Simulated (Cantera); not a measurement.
Input: 1 mol AlN, 0.19 mol H₂O, 71 mol N₂, at 8.90 Pa.

Cantera equilibrium calculation (NASA polynomials, part measured and part estimated; ideal gas, pure solids and liquids). Candidate condensed phases: Al, AlN, Al₂O₃, H₂O; 35 gas species. Equilibrium is a limit: real reactors are often held back by kinetics, nucleation or transport. All values below are at 1850 K.

Base state: N₂ 0.985, Al 0.00989, H 0.00222, Al₂O 0.00160, H₂ 0.00151 (mole fractions); condensed: Al₂O₃(s).

Q: What changes in the equilibrium state with this change: N₂ from 71 to 2.9 mol?

A: 
```json
[
 {"species": "N₂", "before": "0.985", "after": "0.768"},
 {"species": "Al", "before": "0.00989", "after": "0.140"},
 {"species": "Al₂O", "before": "0.00160", "after": "0.0429"},
 {"species": "H₂", "before": "0.00151", "after": "0.0374"},
 {"species": "H", "before": "0.00222", "after": "0.0110"},
 {"species": "AlH", "before": "1.45e-6", "after": "0.000102"},
 {"species": "AlOH", "before": "2.07e-6", "after": "1.95e-5"},
 {"species": "Al₂O₃(s), mol", "before": "0.0244", "after": "0"}
]
```
The tables' values for AlOH are old estimates; treat these amounts as uncertain.
